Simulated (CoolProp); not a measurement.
Vapour-liquid equilibrium of n-pentane (1) + benzene (2) at 373.3 K; x and y are mole fractions of (1).

Model: multi-fluid Helmholtz-energy mixture model, Thol 2019 and Thol 2012; pair parameters Bell 2016, in CoolProp.

| x | bubble pressure (MPa) | y at the bubble point | dew pressure at overall composition x (MPa) | liquid density (mol/L) |
|---|---|---|---|---|
| 0.05 | 0.2157 | 0.193 | 0.1888 | 9.961 |
| 0.125 | 0.2614 | 0.374 | 0.2020 | 9.728 |
| 0.2 | 0.3009 | 0.490 | 0.2171 | 9.502 |
| 0.275 | 0.3360 | 0.573 | 0.2344 | 9.282 |
| 0.35 | 0.3676 | 0.639 | 0.2544 | 9.068 |
| 0.425 | 0.3968 | 0.693 | 0.2777 | 8.859 |
| 0.5 | 0.4244 | 0.740 | 0.3049 | 8.657 |
| 0.575 | 0.4507 | 0.782 | 0.3367 | 8.460 |
| 0.65 | 0.4764 | 0.822 | 0.3735 | 8.268 |
| 0.725 | 0.5018 | 0.861 | 0.4156 | 8.081 |
| 0.8 | 0.5270 | 0.898 | 0.4620 | 7.900 |
| 0.875 | 0.5523 | 0.936 | 0.5114 | 7.724 |
| 0.95 | 0.5778 | 0.974 | 0.5617 | 7.553 |

No azeotrope shows between x = 0.05 and 0.95.

The pair parameters rest on a limited set of measurements; away from them the model extrapolates.
